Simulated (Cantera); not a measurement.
An isothermal, constant-pressure homogeneous reactor starts with N₂O : N₂ = 1 : 0.76 (molar parts), at 1500 K and 1.01 bar. Integrator tolerance rtol = 1e-08.

Model: GRI-Mech 3.0 (53 species, 325 reactions), integrated in Cantera. GRI-Mech 3.0 was tuned for natural gas; its chemistry of N2O as a main component is partial and can be far from experiment. The temperature is held fixed by assumption; the heat of reaction is taken as removed at once.

Question: What does this change do: N2O 1 to 4.8 parts?

Answer: 
```csv
quantity,before,after
x(N₂O) at 7.00 s,2.58e-6 (gas-phase equilibrium 7.68e-8),4.68e-6 (gas-phase equilibrium 8.05e-8)
x(O₂) at 7.00 s,0.177 (gas-phase equilibrium 0.221),0.242 (gas-phase equilibrium 0.301)
x(NO) at 7.00 s,0.0873 (gas-phase equilibrium 0.00125),0.118 (gas-phase equilibrium 0.00138)
x(O) at 7.00 s,1.71e-6 (gas-phase equilibrium 1.90e-6),2.00e-6 (gas-phase equilibrium 2.22e-6)
x(NO₂) at 7.00 s,0.000431 (gas-phase equilibrium 6.90e-6),0.000683 (gas-phase equilibrium 8.91e-6)
x(N₂) at 7.00 s,0.735 (gas-phase equilibrium 0.778),0.639 (gas-phase equilibrium 0.698)
```

Question: What does this change do: N2 0.76 to 2.7 parts?

Answer: 
```csv
quantity,before,after
x(N₂O) at 7.00 s,2.58e-6 (gas-phase equilibrium 7.68e-8),7.99e-7 (gas-phase equilibrium 6.37e-8)
x(O₂) at 7.00 s,0.177 (gas-phase equilibrium 0.221),0.0953 (gas-phase equilibrium 0.119)
x(NO) at 7.00 s,0.0873 (gas-phase equilibrium 0.00125),0.0473 (gas-phase equilibrium 0.000977)
x(O) at 7.00 s,1.71e-6 (gas-phase equilibrium 1.90e-6),1.25e-6 (gas-phase equilibrium 1.40e-6)
x(NO₂) at 7.00 s,0.000431 (gas-phase equilibrium 6.90e-6),0.000171 (gas-phase equilibrium 3.94e-6)
x(N₂) at 7.00 s,0.735 (gas-phase equilibrium 0.778),0.857 (gas-phase equilibrium 0.880)
```
